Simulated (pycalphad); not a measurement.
All values are pycalphad results on the COST 507 light-alloy database (1999) (1 atm), not direct measurements. These are 1990s assessments: newer ones move some temperatures and phases. Amounts are mole fractions of atoms. Kinetics are ignored, which matters at the lower temperatures.

**Question.** Give the equilibrium state of Ti-0.3678C (wt.%) at 1490 K.

**Answer.** 
```
T = 1490.00 K, P = 101325 Pa, N = 1 mol of atoms
G = -83926 J/mol, H = 37425 J/mol, S = 81.44 J/(mol K)  (SER reference)
chemical potentials (J/mol): Ti -81570, C -244022
phase             fraction      x(Ti)       x(C)
BCC_A2              0.9904     0.9886     0.0114
FCC_A1              0.0096     0.6659     0.3341
```

**Question.** Give the equilibrium state of Ti-0.3678C (wt.%) at 930 K.

**Answer.** hcp, fraction 0.975, with 0.15 C wt.%; fcc, fraction 0.025, with 12.1 C wt.%.

FCC_A1 is fcc; BCC_A2 is bcc. The fcc model also describes the rock-salt carbide or nitride (TiC, TiN, HfC).
